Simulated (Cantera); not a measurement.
Mixture: H2 : O2 : N2 : H2O = 1 : 0.25 : 0.94 : 0.27 (molar parts), at 8250 Torr, adiabatic and at constant volume. Ignition delay is the time to a rise of 400 K.

Model: the H2/O2 subset of GRI-Mech 3.0, which has no nitrogen chemistry, integrated in Cantera. The hydrogen kinetics of GRI-Mech 3.0 are dated; newer H2 mechanisms differ, most at raised pressure.

Task: Predict: delay at 950 K; delay at 1000 K; delay at 1050 K; delay at 1100 K; delay at 1150 K; delay at 1200 K; apparent activation energy between 1100 and 1200 K.

Result: 
| Quantity | Value |
|---|---|
| delay at 950 K | 20.8 ms |
| delay at 1000 K | 6.71 ms |
| delay at 1050 K | 2.41 ms |
| delay at 1100 K | 0.937 ms |
| delay at 1150 K | 0.384 ms |
| delay at 1200 K | 0.162 ms |
| apparent activation energy between 1100 and 1200 K | 190 kJ/mol |
